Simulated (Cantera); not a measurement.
Predominance diagram of Mg at 1602 °C against the partial pressures of O2 and SO2 (log10, bar). Standard-state values (1 bar) from the NASA 1993 polynomials, evaluated with Cantera. Candidates: Mg(l), MgO(s), MgS(s), MgSO4(l). Only these pure phases compete in this equilibrium. 

```
log p(SO2) \ log p(O2)
        columns: -18, -17.2, -16.4, -15.5, -14.7, -13.9, -13.1, -12.3, -11.5, -10.6, -9.8, -9, -8.2, -7.4, -6.5, -5.7, -4.9, -4.1, -3.3, -2.5, -1.6, -0.8, 0
      1  A A A A A A A A A A A A A A A B B B B B B B B
   -0.4  A A A A A A A A A A A A A A B B B B B B B B B
   -1.9  A A A A A A A A A A A A B B B B B B B B B B B
   -3.3  A A A A A A A A A A C B B B B B B B B B B B B
   -4.8  A A A A A A A A C C B B B B B B B B B B B B B
   -6.2  A A A A A A A C C B B B B B B B B B B B B B B
   -7.7  A A A A A C C B B B B B B B B B B B B B B B B
   -9.1  A A A C C C B B B B B B B B B B B B B B B B B
  -10.6  A C C C C B B B B B B B B B B B B B B B B B B
    -12  C C C C B B B B B B B B B B B B B B B B B B B
```

A: out of reach (another gas would pass 10 bar, or a non-metal would condense); B: MgO(s); C: MgS(s).
